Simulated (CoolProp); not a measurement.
Nitrous oxide along the isotherm 104.35 °C: fugacity coefficient from the reference equation and from simpler models built on Tc = 36.4 °C, pc = 72.45 bar, ω = 0.161; each cubic takes its own stable root.

The numbers come from the reference Helmholtz-energy equation of state, Lemmon 2006 in CoolProp. It is a short technical equation, of lower accuracy than the large ones.

```tsv
p (bar)	phase	reference	van der Waals	Redlich-Kwong	Soave-Redlich-Kwong	Peng-Robinson
6.79	gas	0.9832	0.9831	0.9824	0.9838	0.9809
13.6	gas	0.9665	0.9662	0.9649	0.9677	0.9621
20.4	gas	0.9500	0.9494	0.9477	0.9518	0.9437
27.2	gas	0.9338	0.9327	0.9306	0.9362	___
34	gas	0.9177	0.9161	0.9138	0.9207	0.9078
40.8	gas	0.9018	0.8995	0.8971	0.9054	0.8904
47.5	gas	0.8863	0.8833	___	0.8906	0.8735
54.3	gas	0.8707	0.8669	0.8647	0.8757	0.8567
61.1	gas	0.8554	0.8505	0.8487	0.8611	0.8402
67.9	gas	0.8402	0.8343	0.8329	0.8466	0.8241
74.7	supercritical	___	0.8180	0.8173	0.8324	0.8083
81.5	supercritical	0.8104	0.8018	0.8019	0.8184	0.7928
88.3	supercritical	0.7958	0.7857	0.7867	0.8046	0.7776
95.1	supercritical	0.7814	0.7697	0.7718	0.7911	0.7629
102	supercritical	0.7670	0.7535	___	0.7777	0.7482
109	supercritical	0.7526	0.7372	0.7422	0.7643	0.7338
```

### Question
What belongs in the gaps?

### Answer

- 27.2, Peng-Robinson: 0.9256
- 47.5, Redlich-Kwong: 0.8809
- 74.7, reference: 0.8252
- 102, Redlich-Kwong: 0.7570
